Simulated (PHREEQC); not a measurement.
Solution (53 °C): 0.24 mol/kgw NH4HF2 and 0.025 mol/kgw H2SiF6. Closed to the air; pH follows from the charge balance.

The numbers come from PHREEQC with the ion-association model, phreeqc.dat.

No solid was allowed to form.

Question: Order these F species by the share of F that they hold, largest first: HF2-, F-, SiF6-2, HF.

Answer: HF (32 %), HF2- (28 %), SiF6-2 (24 %), F- (16 %)

The pH is 2.92 and the ionic strength 0.267 mol/kgw. Species that the database lacks are ignored. Constants without temperature data keep their 25 °C values here. SiF6-2 is the database's only silicon fluoride.
